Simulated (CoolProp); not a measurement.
Vapour-liquid equilibrium of propane (1) + isopentane (2) at 327.8 K; x and y are mole fractions of (1).

Values from CoolProp's multi-fluid Helmholtz-energy mixture model, Lemmon 2009 and Lemmon 2006; pair parameters Kunz 2012.

Task: Give the bubble pressure and the first vapour's composition at x = 0.35, 0.5, 0.65. Is there an azeotrope?

Result: x = 0.35: 7.936 bar, y = 0.762; x = 0.5: 10.25 bar, y = 0.843; x = 0.65: 12.62 bar, y = 0.900. No azeotrope shows between x = 0.05 and 0.95.

The pair parameters rest on a limited set of measurements; away from them the model extrapolates. The gap from Raoult's law changes sign with composition, which may be real or a fault of the pair parameters; it wasn't checked against measurements.
